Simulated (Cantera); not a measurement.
A closed system holds: 1 mol B₂H₆, 0.62 mol O₂, equilibrated at 8.90 mbar.

These are equilibrium values from Cantera (NASA tables, ideal gas, pure condensed phases), not measurements of a reactor. Candidate condensed phases: B, B₂O₃, B₃O₃H₃, H₂O; 23 gas species. The feed counts by its element totals alone. The tables' values for BH₂ are old estimates; treat these amounts as uncertain. The numbers say what is thermodynamically allowed, not how fast it happens.

**Question.** At 2150 °C, list the 4 most abundant gas species with their mole fractions, and the condensed phases.

**Answer.** H₂ 0.580, BO 0.179, H 0.143, HBO 0.0711. Condensed: B(l).
